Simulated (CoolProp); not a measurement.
A single-stage vapour-compression cycle with R115: evaporating at 220.15 K (dew point), condensing at 258.15 K (bubble point), superheat 5 K, subcooling 2 K, compressor efficiency 0.6, no pressure losses. Each further row changes one setting.

Model: reference Helmholtz-energy equation of state, Lemmon 2016, in CoolProp.

| case | cooling COP | pressure ratio | discharge temperature (K) | refrigerating effect (kJ/kg) | volumetric capacity (kJ/m³) |
|---|---|---|---|---|---|
| as stated | 2.95 | 5.10 | 280.4 | 99.5 | 440 |
| evaporating temperature 225.15 K | 3.56 | ? | ? | 102 | 572 |
| condensing temperature 253.15 K | ? | 4.25 | ? | 104 | 462 |
| subcooling 7 K | ? | 5.10 | 280.4 | 104 | 462 |
| superheat 15 K | 2.98 | 5.10 | 291.4 | ? | ? |
| compressor efficiency 0.5 | 2.45 | 5.10 | 289.8 | 99.5 | 440 |

Fill in the missing entries.


- evaporating temperature 225.15 K, pressure ratio: 3.97
- evaporating temperature 225.15 K, discharge temperature (K): 277.4
- condensing temperature 253.15 K, cooling COP: 3.50
- condensing temperature 253.15 K, discharge temperature (K): 274.1
- subcooling 7 K, cooling COP: 3.09
- superheat 15 K, refrigerating effect (kJ/kg): 106
- superheat 15 K, volumetric capacity (kJ/m³): 446
